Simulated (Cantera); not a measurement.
A perfectly stirred reactor is fed with H2 : O2 : N2 = 1 : 1 : 1.1 (molar parts), equivalence ratio 0.50, at 0.430 bar; it is held at 1225 K, and followed from long to short residence time.

Computed with Cantera and the H2/O2 subset of GRI-Mech 3.0, which has no nitrogen chemistry. The temperature is held fixed by assumption; the heat of reaction is taken as removed at once.

Question: What does this change do: pressure from 0.430 bar to 90.0 Torr?

Answer: 
```
quantity                 before     after
---------------------  --------  --------
x(H2) at τ = 3.60 s     8.37e-5  0.000153
x(O2) at τ = 3.60 s       0.192     0.192
x(H2O) at τ = 3.60 s      0.384     0.384
x(O) at τ = 3.60 s      8.22e-6   6.00e-5
x(OH) at τ = 3.60 s    0.000152  0.000437
x(H2) at τ = 0.110 s   0.000871   0.00152
x(O2) at τ = 0.110 s      0.192     0.192
x(H2O) at τ = 0.110 s     0.383     0.382
x(O) at τ = 0.110 s     9.93e-5  0.000646
x(OH) at τ = 0.110 s   0.000468   0.00141
```
